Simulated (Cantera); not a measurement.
Input: 1 mol CuO, 1.6 mol CH₄, 5.2 mol N₂, held at 0.190 bar.

Cantera equilibrium calculation (NASA polynomials, part measured and part estimated; ideal gas, pure solids and liquids). Candidate condensed phases: C, C₆H₆, C₇H₈, C₈H₁₈, Cu, CuO, Cu(OH)₂, Cu₂O, H₂O; 139 gas species. Rates play no part.

### Question
What share of the Cu ends up in condensed phases as a function of T (K), at 1598, 1698, 1798, 1898, 1998, 2098, 2198, 2298?

### Answer
| T (K) | Cu condensed (%) | as |
|---|---|---|
| 1598 | 99.8 | Cu(l) |
| 1698 | 99.2 | Cu(l) |
| 1798 | 97.4 | Cu(l) |
| 1898 | 92.1 | Cu(l) |
| 1998 | 78.4 | Cu(l) |
| 2098 | 45.7 | Cu(l) |
| 2198 | 0.0 | - |
| 2298 | 0.0 | - |
